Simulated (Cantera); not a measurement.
Mixture: CH₄ : CO : O₂ : N₂ : CO₂ = 1 : 0.17 : 3.93 : 18.1 : 5.1 (molar parts), at 110000 Pa, adiabatic and at constant pressure. Ignition delay is the time to a rise of 400 K.

Detailed kinetics in Cantera: GRI-Mech 3.0 (53 species, 325 reactions).

Q: At T0 = 1500 K, what is the delay, and which 7 reactions control it most (d ln τ / d ln k, from doubling and halving each rate constant)?

A: The delay is 1.38 ms.
| reaction | d ln τ / d ln k | faster rate |
|---|---|---|
| CH3 + O2 <=> CH3O + O | -0.46 | shortens it |
| H + O2 <=> O + OH | -0.41 | shortens it |
| 2 CH3 (+M) <=> C2H6 (+M) | 0.31 | lengthens it |
| CH4 + H <=> CH3 + H2 | 0.27 | lengthens it |
| CH3 + HO2 <=> CH3O + OH | -0.17 | shortens it |
| CH3 + O2 <=> CH2O + OH | -0.16 | shortens it |
| CH4 + OH <=> CH3 + H2O | 0.14 | lengthens it |
